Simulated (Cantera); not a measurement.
Input: 1 mol SiH2Cl2, 1.5 mol O3, at 1.33 mbar.

Method: chemical equilibrium by Gibbs-energy minimisation in Cantera with the NASA 1993 tables (ideal gas, pure condensed phases). Candidate condensed phases: H2O, Si, SiO2; 30 gas species. Kinetics and transport are ignored. All values below are at 550 °C.

Base state: HCl 0.469, O2 0.358, H2O 0.0864, Cl2 0.0864, Cl 0.000127 (mole fractions); condensed: SiO2(α-quartz).

**Question.** What changes in the equilibrium state with this change: pressure from 1.33 mbar to 0.133 bar?

**Answer.** 
```
species                before    after
-------------------  --------  -------
O2                      0.358    0.330
HCl                     0.469    0.313
H2O                    0.0864    0.179
Cl2                    0.0864    0.179
Cl                   0.000127  1.82e-5
SiO2(α-quartz), mol      1.00     1.00
```

**Question.** What changes in the equilibrium state with this change: SiH2Cl2 replaced by TEOS?

**Answer.** 
```csv
species,before,after
H2,<1e-9,0.609
CO,0,0.377
CO2,0,0.00908
HCl,0.469,0
O2,0.358,<1e-9
Cl2,0.0864,0
H2O,0.0864,0.00406
CH4,0,0.000462
Cl,0.000127,0
"SiO2(α-quartz), mol",1.00,1.00
"C(graphite), mol",0,1.71
```
The feed counts by its element totals alone. Further candidate phases: C, C6H6, C7H8, C8H18, SiC.
